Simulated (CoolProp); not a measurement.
Vapour-liquid equilibrium of propane (1) + isohexane (2) at 0.0563 MPa; x and y are mole fractions of (1).

The numbers come from the multi-fluid Helmholtz-energy mixture model, Lemmon 2009 and Lemmon 2006; pair parameters Bell 2016 in CoolProp.

| x | bubble temperature (K) | y at the bubble point | dew temperature at overall composition x (K) | liquid density (mol/L) |
|---|---|---|---|---|
| 0.05 | 290.2 | 0.654 | 314.6 | 7.760 |
| 0.15 | 262.4 | 0.921 | 311.7 | 8.395 |
| 0.25 | 248.9 | 0.968 | 308.4 | 8.921 |
| 0.35 | 240.6 | 0.984 | 304.8 | 9.428 |
| 0.45 | 234.8 | 0.991 | 300.7 | 9.947 |
| 0.55 | 230.5 | 0.994 | 296.0 | 10.49 |
| 0.65 | 227.1 | 0.997 | 290.4 | 11.07 |
| 0.75 | 224.2 | 0.998 | 283.3 | 11.70 |
| 0.85 | 221.8 | 0.999 | 273.4 | 12.37 |
| 0.95 | 219.6 | 1.000 | 255.3 | 13.10 |

No azeotrope shows between x = 0.05 and 0.95.

Pair parameters are fitted to limited data, so mixtures are less certain than the pure fluids. The gap from Raoult's law changes sign with composition, which may be real or a fault of the pair parameters; it wasn't checked against measurements.
